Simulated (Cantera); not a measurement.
Charge: 1 mol BCl3, 0.8 mol O2, 46 mol N2, 0.065 mol H2O, equilibrated at 852 °C and 0.0690 bar.

Equilibrium computed with Cantera from the NASA thermochemical tables; the gas is ideal and each condensed phase is pure. Candidate condensed phases: B, BN, B2O3, B3O3H3, H2O, NH4Cl; 49 gas species. The numbers say what is thermodynamically allowed, not how fast it happens.

Base state: N2 0.965, Cl2 0.0294, HCl 0.00273, O2 0.00172, Cl 0.00134, NO 1.06e-5 (mole fractions); condensed: B2O3(l).

What changes in the equilibrium state with this change: temperature from 852 °C to 1075 °C?


```
species        before    after
------------  -------  -------
N2              0.965    0.960
Cl2            0.0294   0.0244
Cl            0.00134   0.0111
BOCl          2.28e-7  4.00e-5
NO            1.06e-5  5.32e-5
O2            0.00172  0.00170
HCl           0.00273  0.00270
B2O3(l), mol    0.500    0.498
```
The tables' values for BOCl are old estimates; treat these amounts as uncertain.
